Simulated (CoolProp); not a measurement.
Values from CoolProp's reference Helmholtz-energy equation of state, Lemmon 2006. It is a short technical equation, of lower accuracy than the large ones.

### Question
For n-decane, give the phase and the density (kg/m³), cp (kJ/(kg K)), cv (kJ/(kg K)), isothermal compressibility (1/MPa) at 346.85 °C and 3.94 bar; 346.85 °C and 7.88 bar.

### Answer
- 346.85 °C and 3.94 bar: gas; density 11.7, cp 2.96, cv 2.88, isothermal compressibility 2.74
- 346.85 °C and 7.88 bar: gas; density 25.5, cp 3.04, cv 2.90, isothermal compressibility 1.51
